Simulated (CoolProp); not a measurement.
Vapour-liquid equilibrium of n-decane (1) + n-dodecane (2) at 0.615 MPa; x and y are mole fractions of (1).

Values from CoolProp's multi-fluid Helmholtz-energy mixture model, Lemmon 2006 and Lemmon 2004; pair parameters Bell 2016.

```tsv
x	bubble temperature (°C)	y at the bubble point	dew temperature at overall composition x (°C)	liquid density (mol/L)
0.05	306.5	0.079	307.6	2.909
0.15	301.0	0.227	304.0	2.980
0.25	295.6	[?]	[?]	3.051
0.35	290.4	0.484	296.1	3.122
0.45	285.3	0.592	[?]	3.193
0.55	280.4	0.687	[?]	3.263
0.65	[?]	0.772	282.4	3.334
0.75	271.5	0.846	277.0	3.404
0.85	[?]	0.913	271.2	3.474
0.95	263.4	[?]	264.9	3.545
```

Q: Fill in the missing entries.

A: 
- 0.25, y at the bubble point: 0.362
- 0.25, dew temperature at overall composition x (°C): 300.2
- 0.45, dew temperature at overall composition x (°C): 291.9
- 0.55, dew temperature at overall composition x (°C): 287.3
- 0.65, bubble temperature (°C): 275.8
- 0.85, bubble temperature (°C): 267.3
- 0.95, y at the bubble point: 0.972

No azeotrope shows between x = 0.05 and 0.95.

The pair parameters rest on a limited set of measurements; away from them the model extrapolates.
